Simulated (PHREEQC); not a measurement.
A made-up water analysis in mmol/kgw, 25 °C, pH 7.76, pe 13:

```tsv
constituent	mmol/kgw
Na	1.74
K	5.14
Ca	2.49
Mg	1.86
Cl	7.66
S(6)	1.29
Alkalinity (meq/kgw)	5.05
Zn	0.136
N(5)	0.0109
Pb	0.459
```

Valence states are taken as typed.

Model: ion-association model, phreeqc.dat, run in PHREEQC.

Precipitation was switched off in this run.

Estimate the ionic strength.

ionic strength 0.0193 mol/kgw.

In which forms is Mg present?

Mg+2 90 %, MgSO4 7.3 %, MgHCO3+ 2.4 % of the Mg.

Saturation is exceeded, for instance for Cerussite, Pb(OH)2; the values hold only as long as no solid forms. The database's zinc carbonate complexes are estimates, stronger than later reviews accept.
